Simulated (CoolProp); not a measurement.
Aqueous ethylene glycol as a coolant, 24 % by mass, freezing at -10.3 °C, 1 atm.

Values from CoolProp's Melinder's fits for secondary coolants.

| T (°C) | conductivity (W/(m K)) | viscosity (mPa s) | Prandtl number | density (kg/m³) |
|---|---|---|---|---|
| -2.3 | 0.466 | 3.92 | ___ | 1036 |
| 0.7 | 0.469 | 3.49 | 28.2 | 1035 |
| 3.8 | 0.473 | 3.12 | 25.0 | 1035 |
| 6.8 | 0.476 | 2.81 | ___ | 1034 |
| 9.8 | 0.479 | 2.54 | 20.1 | 1033 |
| 12.8 | 0.483 | 2.30 | 18.2 | ___ |
| 15.9 | 0.486 | 2.09 | 16.4 | 1031 |
| 18.9 | 0.489 | 1.91 | 14.9 | 1030 |
| 21.9 | 0.492 | 1.75 | 13.6 | 1029 |
| 24.9 | 0.495 | 1.61 | 12.5 | 1028 |
| 28 | 0.498 | 1.48 | ___ | ___ |
| 31 | 0.501 | 1.38 | 10.6 | 1025 |
| 34 | 0.504 | 1.28 | 9.79 | 1024 |
| 37 | 0.507 | 1.19 | 9.09 | 1023 |

Problem. Complete the blanks.

Solution. 
- -2.3, Prandtl number: 31.7
- 6.8, Prandtl number: 22.4
- 12.8, density (kg/m³): 1032
- 28, Prandtl number: 11.5
- 28, density (kg/m³): 1027
